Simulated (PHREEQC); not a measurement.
Dissolve 0.75 mol HCl and 0.37 mol FeCl2 per kg of water at 25 °C. Closed to the air; pH follows from the charge balance.

Model: Pitzer model, pitzer.dat, run in PHREEQC.

No solid was allowed to form.

Estimate the pH, density, osmotic coefficient.

pH 0.04; density 1.049 g/cm³; osmotic coefficient 1.050.

Species that the database lacks are ignored. In brines, pH and single-ion activities rest on the MacInnes convention.
